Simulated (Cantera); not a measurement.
A perfectly stirred reactor is fed with C2H6 : N2 = 1 : 4.7 (molar parts), at 22.5 Torr; it is held at 1400 K, and followed from long to short residence time.

Model: GRI-Mech 3.0 (53 species, 325 reactions), integrated in Cantera. GRI-Mech 3.0 stops at C3 and has no aromatics, soot or wall deposition, so with more carbon than oxygen in the feed, carbon stays in small species such as C2H2 where larger ones or solid carbon would form. Radical loss at walls, strong at low pressure, is not modelled.

**Question.** What does this change do: N2 4.7 to 2 parts?

**Answer.** 
```csv
quantity,before,after
x(C2H6) at τ = 5.10 s,0.000258,0.000376
x(CH4) at τ = 5.10 s,0.0319,0.0535
x(C2H4) at τ = 5.10 s,0.00267,0.00492
x(CH2) at τ = 5.10 s,2.69e-8,2.30e-8
x(CH3) at τ = 5.10 s,0.000160,0.000193
x(C2H6) at τ = 66.0 ms,0.0107,0.0159
x(CH4) at τ = 66.0 ms,0.0579,0.101
x(C2H4) at τ = 66.0 ms,0.0403,0.0677
x(CH2) at τ = 66.0 ms,3.56e-7,3.02e-7
x(CH3) at τ = 66.0 ms,0.00100,0.00121
```

**Question.** What does this change do: pressure from 22.5 Torr to 0.430 bar?

**Answer.** 
```csv
quantity,before,after
x(C2H6) at τ = 5.10 s,0.000258,0.000140
x(CH4) at τ = 5.10 s,0.0319,0.0415
x(C2H4) at τ = 5.10 s,0.00267,0.00872
x(CH2) at τ = 5.10 s,2.69e-8,8.04e-10
x(CH3) at τ = 5.10 s,0.000160,3.06e-5
x(C2H6) at τ = 66.0 ms,0.0107,0.00287
x(CH4) at τ = 66.0 ms,0.0579,0.0407
x(C2H4) at τ = 66.0 ms,0.0403,0.0256
x(CH2) at τ = 66.0 ms,3.56e-7,1.29e-8
x(CH3) at τ = 66.0 ms,0.00100,0.000128
```
